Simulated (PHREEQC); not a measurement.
Consider water at 6.9 °C with 0.29 mol/kgw NaHSO4, 0.0021 mol/kgw Na2SO4 and 0.00011 mol/kgw KCl. Closed to the air; pH follows from the charge balance.

Equilibrium calculation in PHREEQC: ion-association model, phreeqc.dat.

This is a speciation only: nothing precipitates in the calculation.

Task: Predict the pH, ionic strength, activity of water.

Result: pH 1.04; ionic strength 0.482 mol/kgw; activity of water 0.988.

Task: In which forms is Na present?

Result: Na+ 91 %, NaSO4- 8.6 % of the Na.

Constants without temperature data keep their 25 °C values here.
